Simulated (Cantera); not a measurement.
A closed system holds: 1 mol SiCl₄, 1 mol C₂H₂, 110 mol H₂, at 1.58 Torr.

Cantera equilibrium calculation (NASA polynomials, part measured and part estimated; ideal gas, pure solids and liquids). Candidate condensed phases: C, C₆H₆, C₇H₈, C₈H₁₈, Si, SiC; 109 gas species. Gases not in the tables: Si₂H₆ and higher silanes. Rates play no part.

Problem. Which condensed phases are stable at each of these points (T (K)): 973, 1173, 1373, 1573, 1773, 1973, 2173, 2373, 2573?

Solution. 
```
T (K)      condensed phases  Si condensed (%)
-----  --------------------  ----------------
973    C(graphite) + SiC(s)              99.8
1173   C(graphite) + SiC(s)              99.9
1373   C(graphite) + SiC(s)              99.8
1573   C(graphite) + SiC(s)              99.5
1773   C(graphite) + SiC(s)              98.7
1973   C(graphite) + SiC(s)              88.2
2173            C(graphite)               0.0
2373            C(graphite)               0.0
2573               gas only               0.0
```

From 973 K to 1973 K the condensed part is C(graphite) + SiC(s). From 2173 K to 2373 K the condensed part is C(graphite). At 2573 K nothing is condensed.
